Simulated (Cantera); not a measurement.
A jet of 1.52 % H₂, 6.19 % O₂, 92.3 % N₂ at 300 K and 18.8 Torr hits a platinum plate 4.7 cm away at a mass flux of 0.023 kg/m²/s; the plate temperature is set and raised in steps from an oxygen-covered start.

Detailed kinetics in Cantera: Deutschmann's 1995 Pt surface mechanism with GRI-Mech 3.0 gas chemistry. Catalytic surfaces can have several steady states; this one follows from the mechanism file's or the stated starting coverage.

One state of this run: wall x H₂ = 0.00207; wall x O₂ = 0.0480; wall x H₂O = 0.0249; wall x OH = <1e-8; θ free Pt = 0.0947; θ O* = 0.904; θ OH* = 0.00145. x: mole fraction at the wall; θ: surface coverage.

Q: Which value of plate T (K) does it belong to?
(A) 600
(B) 800
(C) 750
(D) 700

A: D, 700
